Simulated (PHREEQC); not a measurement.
A solution holds 14 mmol/kgw FeCl3, 0.069 mmol/kgw MgCl2, 1.6 mmol/kgw NaHCO3 and 0.17 mmol/kgw Na2SO4, at 20 °C. Closed to the air; pH follows from the charge balance.

Equilibrium calculation in PHREEQC: ion-association model, phreeqc.dat.

This is a speciation only: nothing precipitates in the calculation.

**Question.** Order these Cl species by the share of Cl that they hold, largest first: FeCl2+, Cl-, FeCl+2.

**Answer.** Cl- (94 %), FeCl+2 (4.9 %), FeCl2+ (0.84 %)

The pH is 2.35 and the ionic strength 0.0714 mol/kgw. Saturation is exceeded, for instance for Hematite (slow to form), Goethite (slow to form); the values hold only as long as no solid forms. Species that the database lacks are ignored.
